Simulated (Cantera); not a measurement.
What does this Cantera script print?

```python
import numpy as np
import cantera as ct

surf = ct.Interface("ptcombust.yaml", "Pt_surf")
gas = surf.adjacent["gas"]
gas.TPX = 300, 2900, {'CH4': 0.047, 'O2': 0.091, 'N2': 0.79}
jet = ct.ImpingingJet(gas=gas, width=0.074, surface=surf)
jet.inlet.mdot, jet.inlet.T, jet.inlet.X = 0.14, 300, {'CH4': 0.047, 'O2': 0.091, 'N2': 0.79}
jet.set_refine_criteria(ratio=10, slope=0.2, curve=0.3)
show, cover = ['CH4', 'O2', 'H2O', 'OH', 'CO', 'CO2'], ["PT(S)", "H(S)", "O(S)", "OH(S)", "CO(S)", "C(S)"]

rows = []
print(f"{'Ts/K':>7s}" + "".join(f"{s:>11s}" for s in show + cover) + "   (gas at the wall, coverages)")
for i, Ts in enumerate([900, 950, 1000, 1050, 1100, 1150]):
    jet.surface.T = Ts
    if i == 0:
        surf.TP = Ts, 2900
        surf.coverages = "PT(S):0.5, O(S):0.5"
        surf.advance_coverages(1.0)
        jet.set_initial_guess(products="inlet")
    jet.solve(loglevel=0, auto=(i == 0))
    rows.append([*(jet.X[gas.species_index(s), -1] for s in show), *surf[cover].coverages])
    print(f"{Ts:7g}" + "".join(f"{x:11.3e}" for x in rows[-1]))
```

It prints:

```
   Ts/K        CH4         O2        H2O         OH         CO        CO2      PT(S)       H(S)       O(S)      OH(S)      CO(S)       C(S)   (gas at the wall, coverages)
    900  3.843e-02  7.192e-02  2.297e-02  4.201e-08  1.842e-05  1.500e-02  2.936e-01  8.038e-08  7.056e-01  7.895e-04  1.578e-05  5.617e-08
    950  3.219e-02  5.864e-02  3.457e-02  1.377e-07  2.232e-05  2.266e-02  3.843e-01  2.107e-07  6.148e-01  8.432e-04  1.311e-05  6.277e-08
   1000  2.633e-02  4.621e-02  4.539e-02  3.822e-07  2.631e-05  2.984e-02  4.786e-01  4.724e-07  5.206e-01  8.252e-04  1.052e-05  6.577e-08
   1050  2.170e-02  3.635e-02  5.379e-02  9.124e-07  3.136e-05  3.564e-02  5.717e-01  9.381e-07  4.276e-01  7.530e-04  8.493e-06  6.764e-08
   1100  1.805e-02  2.868e-02  6.040e-02  1.940e-06  3.815e-05  4.008e-02  6.594e-01  1.712e-06  3.400e-01  6.564e-04  6.979e-06  6.924e-08
   1150  1.542e-02  2.319e-02  6.510e-02  3.733e-06  4.837e-05  4.324e-02  7.381e-01  2.924e-06  2.614e-01  5.502e-04  5.968e-06  7.237e-08
```

Detailed kinetics in Cantera: Deutschmann's 1995 Pt surface mechanism with GRI-Mech 3.0 gas chemistry. Catalytic surfaces can have several steady states; this one follows from the mechanism file's or the stated starting coverage.
